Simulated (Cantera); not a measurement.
A closed system holds: 1 mol MgO, 3.5 mol CH4, 0.01 mol CO, equilibrated at 2.70 bar.

Equilibrium computed with Cantera from the NASA thermochemical tables; the gas is ideal and each condensed phase is pure. Candidate condensed phases: C, C6H6, C7H8, C8H18, H2O, Mg, MgCO3, MgO, Mg(OH)2; 116 gas species. Kinetics and transport are ignored.

Q: Which condensed phases are stable at each of these points (T (K)): 1573, 1673, 1773, 1873, 1973, 2073, 2173, 2273, 2373, 2473?

A: 
```json
[
 {"T (K)": "1573", "condensed phases": "C(graphite) + MgO(s)", "Mg condensed (%)": "99.7"},
 {"T (K)": "1673", "condensed phases": "C(graphite) + MgO(s)", "Mg condensed (%)": "97.9"},
 {"T (K)": "1773", "condensed phases": "C(graphite) + MgO(s)", "Mg condensed (%)": "91.3"},
 {"T (K)": "1873", "condensed phases": "C(graphite) + MgO(s)", "Mg condensed (%)": "71.0"},
 {"T (K)": "1973", "condensed phases": "C(graphite) + MgO(s)", "Mg condensed (%)": "7.6"},
 {"T (K)": "2073", "condensed phases": "C(graphite)", "Mg condensed (%)": "0.0"},
 {"T (K)": "2173", "condensed phases": "C(graphite)", "Mg condensed (%)": "0.0"},
 {"T (K)": "2273", "condensed phases": "C(graphite)", "Mg condensed (%)": "0.0"},
 {"T (K)": "2373", "condensed phases": "C(graphite)", "Mg condensed (%)": "0.0"},
 {"T (K)": "2473", "condensed phases": "C(graphite)", "Mg condensed (%)": "0.0"}
]
```

From 1573 K to 1973 K the condensed part is C(graphite) + MgO(s). From 2073 K to 2473 K the condensed part is C(graphite).
